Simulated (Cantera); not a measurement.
A perfectly stirred reactor is fed with CH4 : H2 = 1 : 11 (molar parts), at 0.375 atm; it is held at 1348 K, and followed from long to short residence time.

Computed with Cantera and GRI-Mech 3.0 (53 species, 325 reactions). GRI-Mech 3.0 stops at C3 and has no aromatics, soot or wall deposition, so with more carbon than oxygen in the feed, carbon stays in small species such as C2H2 where larger ones or solid carbon would form.

Q: What does this change do: temperature 1348 to 1575 K?

A: 
| quantity | before | after |
|---|---|---|
| x(CH4) at τ = 1.80 s | 0.0827 | 0.0460 |
| x(H2) at τ = 1.80 s | 0.917 | 0.937 |
| x(C2H6) at τ = 1.80 s | 4.71e-6 | 5.34e-6 |
| x(CH2) at τ = 1.80 s | 1.21e-11 | 3.51e-9 |
| x(C2H4) at τ = 1.80 s | 0.000133 | 0.000854 |
| x(CH4) at τ = 19.0 ms | 0.0833 | 0.0820 |
| x(H2) at τ = 19.0 ms | 0.917 | 0.917 |
| x(C2H6) at τ = 19.0 ms | 1.56e-6 | 1.28e-5 |
| x(CH2) at τ = 19.0 ms | 7.35e-12 | 5.14e-9 |
| x(C2H4) at τ = 19.0 ms | 1.25e-6 | 0.000145 |
